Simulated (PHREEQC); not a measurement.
Polishing slurry liquid

Dissolve 0.2 mol/kgw K2CO3, 0.0046 mol/kgw Al(NO3)3 and 0.00054 mol/kgw H3BO3 at 25 °C. Closed to the air; pH follows from the charge balance.

The numbers come from PHREEQC with the ion-association model, wateq4f.dat.

```
Item                      Result
-----------------  -------------
pH                         10.79
ionic strength     0.580 mol/kgw
activity of water          0.989
total alkalinity      400 meq/kg
```

```tsv
species	molality	activity	log γ
K+	0.400	0.253	-0.198
CO3-2	0.180	0.0393	-0.661
HCO3-	0.0199	0.0136	-0.165
NO3-	0.0138	0.00828	-0.222
Al(OH)4-	0.00460	0.00302	-0.183
OH-	0.000983	0.000610	-0.207
H2BO3-	0.000532	0.000307	-0.239
H3BO3	7.58e-6	8.66e-6	0.058
CO2	4.39e-7	5.02e-7	0.058
Al(OH)3	2.30e-8	2.63e-8	0.058
```

This is a speciation only: nothing precipitates in the calculation. Examples of supersaturated solids here: Boehmite (slow to form), Gibbsite (slow to form). Others may be too. Species that the database lacks are ignored.
